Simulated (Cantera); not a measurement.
Feed: 1 mol PbO, 0.018 mol O2, 13 mol H2, equilibrated at 677 °C and 1 atm.

Equilibrium computed with Cantera from the NASA thermochemical tables; the gas is ideal and each condensed phase is pure. Candidate condensed phases: H2O, Pb, PbO, PbO2, Pb3O4; 12 gas species. Kinetics and transport are ignored.

Base state: H2 0.920, H2O 0.0797 (mole fractions); condensed: Pb(l).

What changes in the equilibrium state with this change: temperature from 677 °C to 1302 °C?


```
species      before    after
----------  -------  -------
H2            0.920    0.876
H2O          0.0797   0.0758
Pb          4.97e-6   0.0482
H             <1e-9  3.86e-5
Pb2           <1e-9  3.18e-5
Pb(l), mol    1.000    0.340
```

What changes in the equilibrium state with this change: PbO replaced by Hg?


| species | before | after |
|---|---|---|
| H2 | 0.920 | 0.926 |
| Hg | 0 | 0.0714 |
| H2O | 0.0797 | 0.00257 |
| Pb(l), mol | 1.000 | 0 |
Further candidate phases: Hg, HgO.
